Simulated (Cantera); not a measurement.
# Premixed flame

A freely propagating, adiabatic, planar premixed flame of H₂ : O₂ : N₂ = 1 : 0.694 : 2.29 (molar parts), equivalence ratio 0.72, unburnt at 623 K and 90.0 Torr; mixture-averaged transport, grid criteria slope 0.08 and curve 0.16, no radiation.

Model: the H2/O2 subset of GRI-Mech 3.0, which has no nitrogen chemistry, integrated in Cantera. Burning velocities carry a grid error of a few per cent, more on coarse grids.

```json
[
 {"z (mm)": "-22.1", "T (K)": "623", "u (m/s)": "5.97", "x H₂": "0.251", "x O₂": "0.174", "x H": "<1e-8", "x H₂O": "<1e-8", "x OH": "<1e-8", "x H₂O₂": "<1e-8"},
 {"z (mm)": "-14.7", "T (K)": "623", "u (m/s)": "5.97", "x H₂": "0.251", "x O₂": "0.174", "x H": "<1e-8", "x H₂O": "<1e-8", "x OH": "<1e-8", "x H₂O₂": "<1e-8"},
 {"z (mm)": "-11.0", "T (K)": "623", "u (m/s)": "5.97", "x H₂": "0.251", "x O₂": "0.174", "x H": "<1e-8", "x H₂O": "<1e-8", "x OH": "<1e-8", "x H₂O₂": "<1e-8"},
 {"z (mm)": "-7.37", "T (K)": "623", "u (m/s)": "5.97", "x H₂": "0.251", "x O₂": "0.174", "x H": "1.93e-7", "x H₂O": "2.52e-8", "x OH": "<1e-8", "x H₂O₂": "<1e-8"},
 {"z (mm)": "-3.68", "T (K)": "629", "u (m/s)": "6.02", "x H₂": "0.250", "x O₂": "0.174", "x H": "0.000302", "x H₂O": "0.000436", "x OH": "2.38e-5", "x H₂O₂": "4.04e-7"},
 {"z (mm)": "-1.84", "T (K)": "738", "u (m/s)": "6.99", "x H₂": "0.229", "x O₂": "0.171", "x H": "0.00762", "x H₂O": "0.0111", "x OH": "0.000312", "x H₂O₂": "6.00e-7"},
 {"z (mm)": "0", "T (K)": "1096", "u (m/s)": "10.1", "x H₂": "0.106", "x O₂": "0.126", "x H": "0.0547", "x H₂O": "0.103", "x OH": "0.00354", "x H₂O₂": "8.94e-7"},
 {"z (mm)": "1.84", "T (K)": "1364", "u (m/s)": "12.4", "x H₂": "0.0319", "x O₂": "0.0760", "x H": "0.0692", "x H₂O": "0.188", "x OH": "0.00886", "x H₂O₂": "9.80e-7"},
 {"z (mm)": "3.68", "T (K)": "1487", "u (m/s)": "13.4", "x H₂": "0.0285", "x O₂": "0.0698", "x H": "0.0596", "x H₂O": "0.199", "x OH": "0.0115", "x H₂O₂": "7.10e-7"},
 {"z (mm)": "7.37", "T (K)": "1629", "u (m/s)": "14.5", "x H₂": "0.0284", "x O₂": "0.0664", "x H": "0.0469", "x H₂O": "0.207", "x OH": "0.0146", "x H₂O₂": "4.07e-7"},
 {"z (mm)": "14.7", "T (K)": "1783", "u (m/s)": "15.7", "x H₂": "0.0267", "x O₂": "0.0632", "x H": "0.0340", "x H₂O": "0.217", "x OH": "0.0176", "x H₂O₂": "2.10e-7"},
 {"z (mm)": "29.5", "T (K)": "1939", "u (m/s)": "16.9", "x H₂": "0.0233", "x O₂": "0.0602", "x H": "0.0224", "x H₂O": "0.229", "x OH": "0.0196", "x H₂O₂": "1.14e-7"},
 {"z (mm)": "58.9", "T (K)": "2087", "u (m/s)": "18.0", "x H₂": "0.0183", "x O₂": "0.0577", "x H": "0.0130", "x H₂O": "0.242", "x OH": "0.0200", "x H₂O₂": "7.17e-8"}
]
```
x: mole fraction of selected species; z is measured from the peak of heat release.

```
Property                     Value
------------------------  --------
laminar burning velocity  597 cm/s
thermal thickness          7.37 mm
peak x(H)                   0.0708
peak x(OH)                  0.0201
peak x(H₂O₂)               1.11e-6
grid points                    131
```
